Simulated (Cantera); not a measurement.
Mixture: CH4 : C2H6 : C3H8 : O2 : N2 : H2O = 1 : 0.062 : 0.11 : 3.64 : 23.3 : 1.6 (molar parts), at 7500 Torr, adiabatic and at constant volume. Ignition delay is the time to a rise of 400 K.

Model: GRI-Mech 3.0 (53 species, 325 reactions), integrated in Cantera.

Task: Predict: delay at 1248 K; delay at 1448 K; delay at 1648 K; delay at 1848 K; delay at 2048 K; apparent activation energy between 1848 and 2048 K.

Result: 
```json
{
 "delay at 1248 K": "0.966 ms",
 "delay at 1448 K": "92.3 µs",
 "delay at 1648 K": "15.6 µs",
 "delay at 1848 K": "4.51 µs",
 "delay at 2048 K": "1.94 µs",
 "apparent activation energy between 1848 and 2048 K": "130 kJ/mol"
}
```
